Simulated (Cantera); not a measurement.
Feed: 1 mol trisilylamine, 18 mol NH3, 68 mol H2, equilibrated at 5500 Pa.

Equilibrium computed with Cantera from the NASA thermochemical tables; the gas is ideal and each condensed phase is pure. Candidate condensed phases: Si, Si3N4; 18 gas species. The feed counts by its element totals alone. The tables' values for SiN are old estimates; treat these amounts as uncertain. Gases not in the tables: Si2H6 and higher silanes. Equilibrium is a limit: real reactors are often held back by kinetics, nucleation or transport.

x: gas mole fraction; n: condensed amount in mol.

```tsv
T (°C)	x H2	x N2	x H	x Si	x SiH	x SiH2	x NH3	n Si3N4(s)	n Si(l)
527	0.930	0.0701	1.19e-11	<1e-12	<1e-12	<1e-12	(withheld)	1.00	0
727	0.930	0.0701	9.33e-9	<1e-12	<1e-12	<1e-12	(withheld)	1.00	0
927	0.930	0.0701	8.11e-7	<1e-12	<1e-12	4.19e-12	(withheld)	1.00	0
1127	0.930	0.0701	2.00e-5	1.95e-10	2.20e-10	4.56e-9	(withheld)	1.00	0
1327	0.930	0.0701	0.000224	3.23e-7	1.59e-7	8.47e-7	(withheld)	1.000	0
1527	0.911	0.0871	0.00146	5.77e-5	1.47e-5	2.73e-5	(withheld)	0	2.99
1727	0.906	0.0868	0.00660	0.000792	0.000120	9.62e-5	(withheld)	0	2.88
```

### Question
Some entries are withheld; supply them.

### Answer

- 527, x NH3: 3.90e-5
- 727, x NH3: 7.60e-6
- 927, x NH3: 2.50e-6
- 1127, x NH3: 1.12e-6
- 1327, x NH3: 6.09e-7
- 1527, x NH3: 4.12e-7
- 1727, x NH3: 2.81e-7
